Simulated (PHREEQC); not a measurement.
Consider water at 20 °C with 0.0059 mol/kgw BaCl2, 0.0091 mol/kgw NaF and 0.021 mol/kgw NaCl. Closed to the air; pH follows from the charge balance.

Model: ion-association model, wateq4f.dat, run in PHREEQC.

| quantity | before | after |
|---|---|---|
| pH | 7.57 | 7.58 |
| NaF (mol/kgw) | 0.000104 | 7.04e-5 |
| HF (mol/kgw) | 2.70e-7 | 2.72e-7 |
| HF2- (mol/kgw) | 9.04e-9 | 9.10e-9 |
| BaOH+ (mol/kgw) | 4.20e-9 | 4.50e-9 |
| SI of BaF2 (BaF2) | -1.05 | -1.00 |
| SI of Halite (NaCl) | -4.75 | -5.09 |

**Question.** Which change was made?
A. NaCl from 0.021 to 0.0105 mol/kgw
B. BaCl2 from 0.0059 to 0.00885 mol/kgw
C. temperature from 20 to 10 °C
D. NaF from 0.0091 to 0.00091 mol/kgw
E. BaCl2 from 0.0059 to 0.0118 mol/kgw

**Answer.** A, NaCl from 0.021 to 0.0105 mol/kgw

Precipitation was switched off in this run.
